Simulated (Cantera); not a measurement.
Charge: 1 mol Pb, 0.08 mol H2, 0.16 mol N2, at 1150 K and 10.0 mbar.

Cantera equilibrium calculation (NASA polynomials, part measured and part estimated; ideal gas, pure solids and liquids). Candidate condensed phases: Pb; 11 gas species. Kinetics and transport are ignored.

**Question.** What is the equilibrium state?

**Answer.** 
```json
{
 "x(N2)": "0.647",
 "x(H2)": "0.324",
 "x(Pb)": "0.0290",
 "n(Pb(l))": "0.993 mol",
 "gas_amount": "0.2472 mol"
}
```
